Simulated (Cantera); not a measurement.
An isothermal, constant-pressure homogeneous reactor starts with NO : N2 = 1 : 8.5 (molar parts), at 2050 K and 20.0 Torr. Integrator tolerance rtol = 1e-08.

Model: GRI-Mech 3.0 (53 species, 325 reactions), integrated in Cantera. Radical loss at walls, strong at low pressure, is not modelled.

**Question.** What does this change do: NO 1 to 2.3 parts?

**Answer.** 
```tsv
quantity	before	after
x(NO) at 50.0 s	0.00514 (gas-phase equilibrium 0.00468)	0.00677 (gas-phase equilibrium 0.00652)
x(O2) at 50.0 s	0.0494 (gas-phase equilibrium 0.0496)	0.102 (gas-phase equilibrium 0.102)
x(NO2) at 50.0 s	6.45e-7 (gas-phase equilibrium 5.89e-7)	1.22e-6 (gas-phase equilibrium 1.18e-6)
x(N2) at 50.0 s	0.944 (gas-phase equilibrium 0.944)	0.889 (gas-phase equilibrium 0.889)
x(O) at 50.0 s	0.00133 (gas-phase equilibrium 0.00133)	0.00191 (gas-phase equilibrium 0.00192)
```
